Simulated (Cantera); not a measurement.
A perfectly stirred reactor is fed with CH₄ : CO : O₂ : N₂ = 1 : 0.07 : 1.7 : 17 (molar parts), equivalence ratio 1.2, at 10.0 bar; it is adiabatic with a 450 K inlet, and is followed from long to short residence time, starting on the burning branch (τ in s: 0.11, 0.051, 0.024, 0.012, 0.0055, 0.0026, 0.0013, 0.0006, 0.00028, 0.00014, 6.5e-05, 3.1e-05, 1.5e-05).

Detailed kinetics in Cantera: GRI-Mech 3.0 (53 species, 325 reactions).

Q: What does this change do: N2 17 to 13 parts?

A: 
```tsv
quantity	before	after
blow-out, bracketed by the residence times tried	burning at 24.0 ms, out at 12.0 ms	burning at 5.50 ms, out at 2.60 ms
x(CH₄) at τ = 0.110 s	0.00364	0.00312
x(CO) at τ = 0.110 s	0.0149	0.0170
x(O₂) at τ = 0.110 s	0.00352	0.00139
x(HO₂) at τ = 0.110 s	3.22e-6	6.22e-7
x(C₂H₆) at τ = 0.110 s	6.71e-5	1.83e-5
x(CH₄) at τ = 1.30 ms	0.0506	0.0634
x(CO) at τ = 1.30 ms	0.00354	0.00444
x(O₂) at τ = 1.30 ms	0.0860	0.108
x(HO₂) at τ = 1.30 ms	<1e-12	<1e-12
x(C₂H₆) at τ = 1.30 ms	<1e-12	<1e-12
```
